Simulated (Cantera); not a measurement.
An isothermal, constant-pressure homogeneous reactor starts with 50.5 % CH4, 49.5 % CO2, at 1525 K and 0.770 atm.

Computed with Cantera and GRI-Mech 3.0 (53 species, 325 reactions).

One state of this run: x CH4 = 0.167; x CO2 = 0.242; x H2O2 = <1e-12; x H2 = 0.196; x C2H6 = 0.000158. x: mole fraction; the columns are a selection and need not sum to one.

Q: Which value of t (s) does it belong to?
(A) 0.000854
(B) 0.456
(C) 0.00243
(D) 0.000300

A: B, 0.456
